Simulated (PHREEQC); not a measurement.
Synthetic water in mg/kgw, 25 °C, pH 8.07, pe 9.4:

```tsv
constituent	mg/kgw
Na	39.3
K	0.000345
Ca	12.4
Mg	7.14
Cl	16.1
S(6) as SO4	20.9
Alkalinity as HCO3	131
Cu(2)	1.47
Br	6.83
Zn	4.16
Cd	0.172
Li	0.00727
```

Valence states are taken as typed.

Computed with PHREEQC (ion-association model, wateq4f.dat).

**Question.** The ionic strength comes out as 0.00374 mol/kgw. What activity coefficients do Br-, Ca+2, Mg+2, SO4-2, ZnOH+ get?

**Answer.** Br- 0.94, Ca+2 0.77, Mg+2 0.77, SO4-2 0.77, ZnOH+ 0.94.

No solid was allowed to form. The solution is supersaturated, for example in Otavite, Malachite, so a real one may precipitate; this is no full list. The database's constant for dissolved Cu(OH)2 is higher than later reviews accept. The database's zinc carbonate complexes are estimates, stronger than later reviews accept.
